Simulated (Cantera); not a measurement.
An isothermal plug-flow reactor at 600 K and 5.00 bar (inlet), inlet velocity 1.3 m/s, active area per volume 210 1/m; feed H2 : O2 : N2 : H2O = 0.0078 : 0.037 : 0.79 : 0.017 (molar parts).

Detailed kinetics in Cantera: Deutschmann's 1995 Pt surface mechanism with GRI-Mech 3.0 gas chemistry. Catalytic surfaces can have several steady states; this one follows from the mechanism file's or the stated starting coverage. Mass transfer to the wall is taken as infinitely fast.

What does this change do: temperature 600 to 875 K?


| quantity | before | after |
|---|---|---|
| x(H2) at z = 0.0053 m | 0.000872 | 0.000296 |
| x(O2) at z = 0.0053 m | 0.0395 | 0.0392 |
| x(H2O) at z = 0.0053 m | 0.0284 | 0.0289 |
| θ(free Pt) at the exit | 0.0363 | 0.0690 |
| θ(O*) at the exit | 0.933 | 0.924 |
| θ(OH*) at the exit | 0.0300 | 0.00712 |

What does this change do: temperature 600 to 950 K?


```json
[
 {"quantity": "x(H2) at z = 0.0053 m", "before": "0.000872", "after": "7.59e-5"},
 {"quantity": "x(O2) at z = 0.0053 m", "before": "0.0395", "after": "0.0391"},
 {"quantity": "x(H2O) at z = 0.0053 m", "before": "0.0284", "after": "0.0292"},
 {"quantity": "θ(free Pt) at the exit", "before": "0.0363", "after": "0.119"},
 {"quantity": "θ(O*) at the exit", "before": "0.933", "after": "0.874"},
 {"quantity": "θ(OH*) at the exit", "before": "0.0300", "after": "0.00668"}
]
```
